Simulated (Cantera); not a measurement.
# Stirred combustor or abatement burner

A perfectly stirred reactor is fed with CO : H₂ : CH₄ : O₂ : N₂ = 1 : 0.75 : 0.096 : 0.593 : 2.23 (molar parts), at 140000 Pa; it is adiabatic with a 750 K inlet, and is followed from long to short residence time, starting on the burning branch (τ in s: 0.066, 0.025, 0.0096, 0.0037, 0.0014, 0.00053, 0.0002, 7.8e-05, 3e-05, 1.1e-05).

Model: GRI-Mech 3.0 (53 species, 325 reactions), integrated in Cantera.

| τ (s) | T (K) | x CO | x H₂ | x CH₄ | x NO | x CH₃ | x HCO |
|---|---|---|---|---|---|---|---|
| 0.066 | 2418 | 0.168 | 0.0529 | 1.03e-6 | 0.000396 | 9.21e-7 | 1.62e-7 |
| 0.025 | 2408 | 0.168 | 0.0529 | 1.95e-6 | 0.000400 | 1.85e-6 | 2.03e-7 |
| 0.0096 | 2388 | 0.168 | 0.0528 | 3.18e-6 | 0.000388 | 3.22e-6 | 2.87e-7 |
| 0.0037 | 2354 | 0.168 | 0.0529 | 4.98e-6 | 0.000338 | 5.10e-6 | 4.43e-7 |
| 0.0014 | 2298 | 0.167 | 0.0531 | 8.23e-6 | 0.000247 | 7.96e-6 | 7.32e-7 |
| 0.00053 | 2212 | 0.167 | 0.0535 | 1.51e-5 | 0.000153 | 1.28e-5 | 1.26e-6 |
| 0.00020 | 2094 | 0.166 | 0.0540 | 3.16e-5 | 8.80e-5 | 2.18e-5 | 2.24e-6 |
| 7.8e-5 | 1954 | 0.165 | 0.0541 | 7.58e-5 | 5.08e-5 | 3.94e-5 | 4.04e-6 |
| 3.0e-5 | 1798 | 0.170 | 0.0539 | 0.000226 | 2.57e-5 | 7.93e-5 | 7.85e-6 |
| 1.1e-5 | 1607 | 0.192 | 0.0596 | 0.00109 | 7.33e-6 | 0.000203 | 1.90e-5 |
x: mole fraction; the columns are a selection and need not sum to one.
